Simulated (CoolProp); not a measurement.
Properties of o-xylene at several states.

Values from CoolProp's reference Helmholtz-energy equation of state, Zhou 2012.

```csv
T (K),p (MPa),phase,cv (kJ/(kg K)),Joule-Thomson coefficient (K/MPa),isothermal compressibility (1/MPa),conductivity (mW/(m K))
545.8,0.0118,gas,2.012,11.45,84.91,36.4
477.7,0.0347,gas,1.812,20.11,29.09,29.8
583.7,6.94,liquid,2.251,0.2951,0.01131,79.2
```

Thermal conductivity comes from a separate model (Mylona 2014).
